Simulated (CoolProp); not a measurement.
Vapour-liquid equilibrium of isohexane (1) + n-heptane (2) at 4.21 kPa; x and y are mole fractions of (1).

Values from CoolProp's multi-fluid Helmholtz-energy mixture model, Lemmon 2006 and Span 2003; pair parameters Bell 2016.

```csv
x,"bubble temperature, mixture model (°C)","bubble temperature, Raoult's law (°C)","y, mixture model","y, Raoult's law"
0.05,14.2,14.3,0.214,0.212
0.2,?,6.2,0.580,0.580
0.35,0.4,0.4,0.757,0.759
0.5,-4.1,-4.1,0.858,0.860
0.65,-7.6,-7.7,?,0.923
0.8,?,-10.7,?,0.964
0.95,-13.2,-13.2,0.992,0.992
```

Q: Complete the blanks.

A: 
- 0.2, bubble temperature, mixture model (°C): 6.1
- 0.65, y, mixture model: 0.921
- 0.8, bubble temperature, mixture model (°C): -10.6
- 0.8, y, mixture model: 0.963

The largest gap from Raoult's law is -0.1 K in bubble temperature, at x = 0.2. No azeotrope shows between x = 0.05 and 0.95.

The pair parameters rest on a limited set of measurements; away from them the model extrapolates.
